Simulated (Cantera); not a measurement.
A perfectly stirred reactor is fed with 5.25 % H2, 7.29 % O2, 87.5 % N2, at 120 Torr; it is held at 950 K, and followed from long to short residence time.

Detailed kinetics in Cantera: GRI-Mech 3.0 (53 species, 325 reactions). The temperature is held fixed by assumption; the heat of reaction is taken as removed at once.

One state of this run: x H2 = 0.000549; x O2 = 0.0481; x O = 3.04e-5; x N2O = 6.11e-8; x H2O = 0.0533; x H2O2 = 3.41e-7. x: mole fraction; the columns are a selection and need not sum to one.

Q: Which value of τ (s) does it belong to?
A) 1.4
B) 0.0020
C) 7.5
D) 0.011

A: A, 1.4
